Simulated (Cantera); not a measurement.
Cantera run:

```python
import numpy as np
import cantera as ct

gas_names = """
    CL CL2 H HCL H2 N NH NH2 NH3 N2 N2H2 N2H4 Si SiCL SiCL2 SiCL3 SiCL4 SiH SiHCL3 SiH2 SiH2CL2 SiH3
    SiH3CL SiH4 SiN Si2 Si2N Si3
""".split()
cond_names = """
    NH4CL(a) NH4CL(b) Si(cr) Si(L) Si3N4(a)
""".split()


# ... load() reads the species with a 1 bar reference pressure and builds the phases ...
atoms = {
    'SiH2Cl2': {'Si': 1, 'H': 2, 'CL': 2},
    'NH3': {'N': 1, 'H': 3},
}
top_T = {'Si3N4(a)': 2400}  # K; cautious upper limits of use, not melting points


# ... equilibrate(T, P, feed) seeds the gas with the atoms and calls Mixture.equilibrate('TP', solver="vcs", rtol=1e-11, max_steps=5000) ...
results = []
feed = {'SiH2Cl2': 1, 'NH3': 18}  # mol
P = 13332.2  # Pa
for T in [798, 948, 1098, 1248, 1398, 1548, 1698, 1848, 1998]:
    mix = equilibrate(T, P, feed)
    results.append((T, P, feed, dict(zip(mix.species_names, mix.species_moles))))

top = {s: max(r[3][s] / sum(r[3][g] for g in gas_names) for r in results) for s in gas_names}
cols = sorted((s for s in top if top[s] > 1e-06), key=lambda s: -top[s])[:9]
seen = [c for c in cond_names if any(r[3].get(c, 0) > 1e-12 for r in results)]
print("log10 of partial pressures in bar; condensed amounts in mol")
print(f"{'T/K':>10s}" + "".join(f"{s[:9]:>10s}" for s in cols + seen))
for T, P, feed, n in results:
    ng = sum(n[g] for g in gas_names)
    print(f"{T:10.4g}" + "".join(f"{np.log10(max(n[s] / ng * P / 1e5, 1e-99)):10.3f}" for s in cols)
          + "".join(f"{n.get(c, 0):10.4g}" for c in seen))
```

It prints:

```
log10 of partial pressures in bar; condensed amounts in mol
       T/K        H2        N2       HCL     SiCL2         H        Si      SiCL        CL       NH3     Si(L)  Si3N4(a)
       798    -1.016    -1.526    -2.147   -12.737   -12.082   -31.147   -25.051   -13.197    -4.803         0    0.3331
       948    -1.016    -1.526    -2.146    -9.981    -9.788   -23.921   -19.472   -10.940    -5.364         0    0.3332
      1098    -1.016    -1.526    -2.146    -7.985    -8.115   -18.680   -15.427    -9.293    -5.780         0    0.3333
      1248    -1.016    -1.526    -2.146    -6.475    -6.839   -14.709   -12.365    -8.037    -6.099         0    0.3332
      1398    -1.016    -1.526    -2.147    -5.299    -5.833   -11.598    -9.970    -7.048    -6.352         0    0.3328
      1548    -1.016    -1.526    -2.152    -4.367    -5.019    -9.099    -8.052    -6.253    -6.556         0    0.3291
      1698    -1.015    -1.525    -2.176    -3.647    -4.348    -7.048    -6.501    -5.617    -6.722         0    0.3118
      1848    -1.015    -1.521    -2.246    -3.152    -3.783    -5.338    -5.260    -5.134    -6.860         0    0.2652
      1998    -1.022    -1.502    -2.264    -3.125    -3.306    -4.371    -4.647    -4.675    -6.980    0.7585         0
```

Method: chemical equilibrium by Gibbs-energy minimisation in Cantera with the NASA 1993 tables (ideal gas, pure condensed phases). The tables' values for SiCl, SiCl3, SiN are old estimates; treat these amounts as uncertain. Gases not in the tables: Si2H6 and higher silanes.
